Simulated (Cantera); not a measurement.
# Adiabatic ignition

An adiabatic, constant-pressure homogeneous reactor starts with 7.66 % CH4, 5.74 % CO, 18.2 % O2, 68.4 % N2, at 1000 K and 1.00 atm.

Model: GRI-Mech 3.0 (53 species, 325 reactions), integrated in Cantera.

| t (s) | T (K) | x CH4 | x CO | x O2 | x N2O | x C2H | x CH3 |
|---|---|---|---|---|---|---|---|
| 2.00e-6 | 1000 | 0.0766 | 0.0574 | 0.182 | <1e-12 | <1e-12 | 2.41e-11 |
| 8.73e-6 | 1000 | 0.0766 | 0.0574 | 0.182 | <1e-12 | <1e-12 | 1.92e-10 |
| 3.81e-5 | 1000 | 0.0766 | 0.0574 | 0.182 | <1e-12 | <1e-12 | 1.07e-9 |
| 0.000166 | 1000 | 0.0766 | 0.0574 | 0.182 | <1e-12 | <1e-12 | 4.96e-9 |
| 0.000725 | 1000 | 0.0766 | 0.0574 | 0.182 | <1e-12 | <1e-12 | 2.31e-8 |
| 0.00316 | 1000 | 0.0766 | 0.0574 | 0.182 | <1e-12 | <1e-12 | 1.14e-7 |
| 0.0138 | 1000 | 0.0766 | 0.0574 | 0.182 | <1e-12 | <1e-12 | 4.53e-7 |
| 0.0602 | 1000 | 0.0766 | 0.0574 | 0.182 | <1e-12 | <1e-12 | 6.00e-7 |
| 0.263 | 1000 | 0.0765 | 0.0574 | 0.182 | 4.12e-12 | <1e-12 | 7.48e-7 |
| 1.15 | 1006 | 0.0759 | 0.0573 | 0.182 | 5.69e-11 | <1e-12 | 1.58e-6 |
| 5.00 | 2552 | <1e-12 | 0.0367 | 0.0164 | 3.41e-7 | <1e-12 | <1e-12 |
x: mole fraction; the columns are a selection and need not sum to one.

The time of steepest temperature rise is 2.02 s. The temperature at 5.00 s is 2552 K and the equilibrium temperature comes out as 2552 K. The x(CH4) at 5.00 s comes out as <1e-12 (gas-phase equilibrium <1e-12) and the x(CO) at 5.00 s is 0.0367 (gas-phase equilibrium 0.0367). The x(O2) at 5.00 s is 0.0164 (gas-phase equilibrium 0.0164).
